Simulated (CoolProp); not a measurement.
Vapour-liquid equilibrium of R22 (1) + R11 (2) at 0.0509 MPa; x and y are mole fractions of (1).

Computed with CoolProp (multi-fluid Helmholtz-energy mixture model, Kamei 1995 and Jacobsen 1992; pair parameters Bell 2016).

```csv
x,bubble temperature (°C),y at the bubble point,dew temperature at overall composition x (°C),liquid density (mol/L)
0.05,-11.2,0.541,4.4,11.50
0.15,-27.9,0.821,1.9,12.11
0.25,-35.9,0.896,-0.9,12.61
0.35,-40.6,0.930,-4.1,13.09
0.45,-43.9,0.948,-7.6,13.57
0.55,-46.3,0.961,-11.6,…
0.65,-48.4,0.971,-16.4,14.60
0.75,…,0.980,-22.4,15.15
0.85,-51.9,…,-30.6,15.75
0.95,-53.6,0.996,-44.2,16.40
```

Fill in the missing entries.


- 0.55, liquid density (mol/L): 14.07
- 0.75, bubble temperature (°C): -50.2
- 0.85, y at the bubble point: 0.988

No azeotrope shows between x = 0.05 and 0.95.

Pair parameters are fitted to limited data, so mixtures are less certain than the pure fluids.
